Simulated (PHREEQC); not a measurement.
Dissolve 0.052 mol/kgw H3PO4, 0.026 mol/kgw NaF and 0.0086 mol/kgw Na2SiO3 at 25 °C. Closed to the air; pH follows from the charge balance.

All values are PHREEQC results (ion-association model, phreeqc.dat), not measurements.

This is a speciation only: nothing precipitates in the calculation.

Problem. Order these F species by the share of F that they hold, largest first: F-, HF, SiF6-2.

Solution. SiF6-2 (92 %), HF (6.5 %), F- (1.8 %)

The pH is 2.53 and the ionic strength 0.0507 mol/kgw. Saturation is exceeded, for instance for SiO2(a), Quartz (slow to form); the values hold only as long as no solid forms. SiF6-2 is the database's only silicon fluoride.
